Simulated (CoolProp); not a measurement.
Vapour-liquid equilibrium of dimethyl ether (1) + ethanol (2) at 0.0771 MPa; x and y are mole fractions of (1).

Values from CoolProp's multi-fluid Helmholtz-energy mixture model, Wu 2011 and Schroeder 2014; pair parameters Bell 2016.

| x | bubble temperature, mixture model (°C) | bubble temperature, Raoult's law (°C) | y, mixture model | y, Raoult's law |
|---|---|---|---|---|
| 0.05 | 35.6 | 46.9 | 0.820 | 0.688 |
| 0.2 | -3.0 | 10.0 | 0.986 | 0.967 |
| 0.35 | -14.8 | -5.6 | 0.995 | 0.991 |
| 0.5 | -20.7 | -14.8 | 0.997 | 0.997 |
| 0.65 | -24.2 | -21.1 | 0.998 | 0.999 |
| 0.8 | -27.0 | -25.9 | 0.999 | 0.999 |
| 0.95 | -29.8 | -29.8 | 1.000 | 1.000 |

The largest gap from Raoult's law is -13.0 K in bubble temperature, at x = 0.2. No azeotrope shows between x = 0.05 and 0.95.

Pair parameters are fitted to limited data, so mixtures are less certain than the pure fluids. With so large a gap from Raoult's law the liquid may split in two, which this calculation doesn't test in full.
